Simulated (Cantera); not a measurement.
Stirred combustor or abatement burner

A perfectly stirred reactor is fed with CH4 : H2 : O2 : N2 = 1 : 0.78 : 1.49 : 5.62 (molar parts), at 10.0 bar; it is adiabatic with a 375 K inlet, and is followed from long to short residence time, starting on the burning branch (τ in s: 0.14, 0.044, 0.014, 0.0044, 0.0014, 0.00043, 0.00014, 4.3e-05, 1.3e-05, 4.2e-06).

Model: GRI-Mech 3.0 (53 species, 325 reactions), integrated in Cantera.

```json
[
 {"τ (s)": "0.14", "T (K)": "1963", "x CH4": "0.00170", "x H2": "0.108", "x O2": "5.18e-5", "x H2O": "0.185", "x C2H4": "5.26e-6", "x CH2": "6.98e-8", "x H2O2": "3.13e-9"},
 {"τ (s)": "0.044", "T (K)": "1972", "x CH4": "0.00322", "x H2": "0.102", "x O2": "0.000152", "x H2O": "0.188", "x C2H4": "1.75e-5", "x CH2": "1.80e-7", "x H2O2": "9.22e-9"},
 {"τ (s)": "0.014", "T (K)": "1981", "x CH4": "0.00523", "x H2": "0.0935", "x O2": "0.000427", "x H2O": "0.193", "x C2H4": "4.36e-5", "x CH2": "4.39e-7", "x H2O2": "2.68e-8"},
 {"τ (s)": "0.0044", "T (K)": "1987", "x CH4": "0.00768", "x H2": "0.0838", "x O2": "0.00118", "x H2O": "0.199", "x C2H4": "9.82e-5", "x CH2": "1.03e-6", "x H2O2": "7.87e-8"},
 {"τ (s)": "0.0014", "T (K)": "1979", "x CH4": "0.0106", "x H2": "0.0752", "x O2": "0.00314", "x H2O": "0.202", "x C2H4": "0.000223", "x CH2": "2.20e-6", "x H2O2": "2.34e-7"},
 {"τ (s)": "0.00043", "T (K)": "1931", "x CH4": "0.0147", "x H2": "0.0689", "x O2": "0.00883", "x H2O": "0.200", "x C2H4": "0.000577", "x CH2": "3.77e-6", "x H2O2": "8.01e-7"},
 {"τ (s)": "0.00014", "T (K)": "375", "x CH4": "0.112", "x H2": "0.0877", "x O2": "0.168", "x H2O": "<1e-12", "x C2H4": "<1e-12", "x CH2": "<1e-12", "x H2O2": "<1e-12"},
 {"τ (s)": "4.3e-5", "T (K)": "375", "x CH4": "0.112", "x H2": "0.0877", "x O2": "0.168", "x H2O": "<1e-12", "x C2H4": "<1e-12", "x CH2": "<1e-12", "x H2O2": "<1e-12"},
 {"τ (s)": "1.3e-5", "T (K)": "375", "x CH4": "0.112", "x H2": "0.0877", "x O2": "0.168", "x H2O": "<1e-12", "x C2H4": "<1e-12", "x CH2": "<1e-12", "x H2O2": "<1e-12"},
 {"τ (s)": "4.2e-6", "T (K)": "375", "x CH4": "0.112", "x H2": "0.0877", "x O2": "0.168", "x H2O": "<1e-12", "x C2H4": "<1e-12", "x CH2": "<1e-12", "x H2O2": "<1e-12"}
]
```
x: mole fraction; the columns are a selection and need not sum to one.
